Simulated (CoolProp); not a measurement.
A single-stage vapour-compression cycle with fluoroethane (R161): evaporating at 279.15 K (dew point), condensing at 303.15 K (bubble point), superheat 8 K, subcooling 2 K, compressor efficiency 0.8, no pressure losses. Each further row changes one setting.

Values from CoolProp's reference Helmholtz-energy equation of state, Wu 2012.

```json
[
 {"case": "as stated", "cooling COP": "8.32", "pressure ratio": "2.00", "discharge temperature (K)": "325.9", "refrigerating effect (kJ/kg)": "332", "volumetric capacity (kJ/m³)": "3930"},
 {"case": "evaporating temperature 284.15 K", "cooling COP": "[?]", "pressure ratio": "[?]", "discharge temperature (K)": "322.5", "refrigerating effect (kJ/kg)": "336", "volumetric capacity (kJ/m³)": "4620"},
 {"case": "condensing temperature 298.15 K", "cooling COP": "10.7", "pressure ratio": "1.74", "discharge temperature (K)": "[?]", "refrigerating effect (kJ/kg)": "343", "volumetric capacity (kJ/m³)": "4070"},
 {"case": "subcooling 7 K", "cooling COP": "[?]", "pressure ratio": "2.00", "discharge temperature (K)": "325.9", "refrigerating effect (kJ/kg)": "343", "volumetric capacity (kJ/m³)": "4070"},
 {"case": "superheat 18 K", "cooling COP": "[?]", "pressure ratio": "2.00", "discharge temperature (K)": "335.8", "refrigerating effect (kJ/kg)": "[?]", "volumetric capacity (kJ/m³)": "3910"},
 {"case": "compressor efficiency 0.7", "cooling COP": "7.28", "pressure ratio": "2.00", "discharge temperature (K)": "[?]", "refrigerating effect (kJ/kg)": "332", "volumetric capacity (kJ/m³)": "3930"}
]
```

Task: Fill in the missing entries.

Result: 
- evaporating temperature 284.15 K, cooling COP: 10.9
- evaporating temperature 284.15 K, pressure ratio: 1.71
- condensing temperature 298.15 K, discharge temperature (K): 318.2
- subcooling 7 K, cooling COP: 8.60
- superheat 18 K, cooling COP: 8.25
- superheat 18 K, refrigerating effect (kJ/kg): 346
- compressor efficiency 0.7, discharge temperature (K): 329.5
